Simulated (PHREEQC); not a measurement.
# Leach liquor with hard or scaling water

Solution A (0.012 mol H2SO4, 7.8e-05 mol LiCl and 0.048 mol MgSO4 per kg of water) is mixed with solution B (0.11 mol MgCl2, 0.094 mol Na2SO4 and 0.038 mol MgSO4 per kg of water) at 40 °C; shares are by mass of water, 1 kg in all. The system is closed to CO2. Only these solids could form: Bischofite, Bloedite, Brucite, Epsomite, Halite, Hexahydrite, Kieserite, Mirabilite, Thenardite, MgCl2_4H2O.

The series has 11 steps of share of solution B, from 0 to 1.

Computed with PHREEQC (Pitzer model, pitzer.dat).

Task: Between which two steps does the pH jump most, and from what to what?

Result: Between share of solution B = 0.9 and 1: from 3.23 to 6.59.

Complexes and solids missing from the database can't appear. Away from 25 °C the constants follow the database's enthalpies or fits; those with neither stay at their 25 °C values.
